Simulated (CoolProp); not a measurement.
A single-stage vapour-compression cycle with propylene: evaporating at 204.15 K (dew point), condensing at 266.15 K (bubble point), superheat 8 K, subcooling 2 K, compressor efficiency 0.7, no pressure losses. Each further row changes one setting.

Values from CoolProp's reference Helmholtz-energy equation of state, Lemmon 2013.

```tsv
case	cooling COP	pressure ratio	discharge temperature (K)	refrigerating effect (kJ/kg)	volumetric capacity (kJ/m³)
as stated	1.80	13.8	344.9	337	278
evaporating temperature 209.15 K	2.06	10.5	336.6	343	366
condensing temperature 261.15 K	2.01	11.8	336.5	349	288
subcooling 7 K	1.87	13.8	344.9	349	288
superheat 18 K	1.79	13.8	356.8	350	275
compressor efficiency 0.6	1.55	13.8	362.3	337	278
```
